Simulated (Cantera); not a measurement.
A freely propagating, adiabatic, planar premixed flame of 5.17 % C3H8, 19.9 % O2, 74.9 % N2, equivalence ratio 1.3, unburnt at 423 K and 500000 Pa; mixture-averaged transport, grid criteria slope 0.08 and curve 0.16, no radiation.

Detailed kinetics in Cantera: GRI-Mech 3.0 (53 species, 325 reactions). GRI-Mech 3.0 was tuned for natural gas; its chemistry of propane as a main component is partial and can be far from experiment. Burning velocities carry a grid error of a few per cent, more on coarse grids.

x: mole fraction of selected species; z is measured from the peak of heat release.

```csv
z (mm),T (K),u (m/s),x C3H8,x O2,x H2,x O,x CH2,x C2H
-0.289,423,0.428,0.0516,0.198,0.00223,<1e-8,<1e-8,<1e-8
-0.193,428,0.434,0.0514,0.197,0.00612,<1e-8,<1e-8,<1e-8
-0.145,444,0.452,0.0511,0.195,0.0105,<1e-8,<1e-8,<1e-8
-0.0964,545,0.563,0.0496,0.184,0.0183,<1e-8,<1e-8,<1e-8
-0.0482,1015,1.09,0.0343,0.134,0.0291,(withheld),2.46e-8,<1e-8
-0.0241,1433,1.59,0.0121,0.0860,0.0343,(withheld),3.01e-6,4.43e-8
0,1824,2.07,0.000289,0.0389,0.0359,(withheld),5.12e-5,2.37e-6
0.0241,2021,2.30,1.45e-7,0.0138,0.0338,0.000393,4.98e-5,4.03e-6
0.0482,2088,2.37,<1e-8,0.00480,0.0327,0.000405,1.38e-5,1.29e-6
0.0964,2130,2.41,<1e-8,0.000991,0.0333,(withheld),6.47e-7,6.85e-8
0.193,2160,2.44,<1e-8,0.000302,0.0343,(withheld),<1e-8,<1e-8
0.385,2183,2.46,<1e-8,0.000110,0.0345,(withheld),<1e-8,<1e-8
0.771,2196,2.47,<1e-8,3.46e-5,0.0346,(withheld),<1e-8,<1e-8
```

**Question.** Fill in the missing entries.

**Answer.** 
- -0.0482, x O: 5.11e-7
- -0.0241, x O: 2.30e-5
- 0, x O: 0.000221
- 0.0964, x O: 0.000286
- 0.193, x O: 0.000143
- 0.385, x O: 5.38e-5
- 0.771, x O: 1.69e-5
